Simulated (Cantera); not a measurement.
Cantera run, input and output.

```python
import numpy as np
import cantera as ct

surf = ct.Interface("diamond.yaml", "diamond_100")
gas, bulk = surf.adjacent["gas"], surf.adjacent["diamond"]
k = surf.kinetics_species_index(bulk.species_names[0])
cover = ["c6HH", "c6H*", "c6*H", "c6**", "c6HM", "c6B"]

rows, drift = [], 0.0
print(f"{'P':>10s}{'um/h':>11s}" + "".join(f"{s:>11s}" for s in cover))
for v in [500, 770, 1200, 1800, 2800, 4400, 6800, 10000]:
    T, P, xH, xCH3 = 1350, v, 0.0067, 2.5e-05
    gas.TPX = T, P, {"H": xH, "CH3": xCH3, "CH4": 0.0022, "H2": 1 - xH - xCH3 - 0.0022}
    surf.TP = bulk.TP = T, P
    surf.coverages = "c6H*:0.1, c6HH:0.9"
    surf.advance_coverages(100.0)
    before = surf.coverages
    surf.advance_coverages(100.0)
    drift = max(drift, np.max(np.abs(surf.coverages - before) / (surf.coverages + 1e-9)))
    rate = surf.net_production_rates[k] * bulk.mean_molecular_weight / bulk.density * 3.6e9
    rows.append([rate, *surf[cover].coverages])
    print(f"{v:10.4g}{rate:11.4e}" + "".join(f"{x:11.3e}" for x in rows[-1][1:]))
```

Result:

```
         P       um/h       c6HH       c6H*       c6*H       c6**       c6HM        c6B
       500 1.4098e-02  3.588e-01  5.428e-02  5.352e-01  5.162e-02  2.024e-06  3.826e-11
       770 2.5741e-02  3.589e-01  5.428e-02  5.352e-01  5.161e-02  3.261e-06  6.985e-11
      1200 4.6220e-02  3.589e-01  5.428e-02  5.352e-01  5.160e-02  5.269e-06  1.254e-10
      1800 7.7347e-02  3.589e-01  5.429e-02  5.351e-01  5.160e-02  8.087e-06  2.099e-10
      2800 1.3424e-01  3.589e-01  5.430e-02  5.351e-01  5.159e-02  1.276e-05  3.643e-10
      4400 2.3654e-01  3.589e-01  5.432e-02  5.351e-01  5.160e-02  2.011e-05  6.419e-10
      6800 4.1394e-01  3.589e-01  5.435e-02  5.350e-01  5.160e-02  3.081e-05  1.123e-09
     1e+04 6.9212e-01  3.589e-01  5.439e-02  5.349e-01  5.161e-02  4.449e-05  1.878e-09
```

Computed with Cantera and the Harris–Goodwin 1993 mechanism for the reconstructed diamond (100) surface.
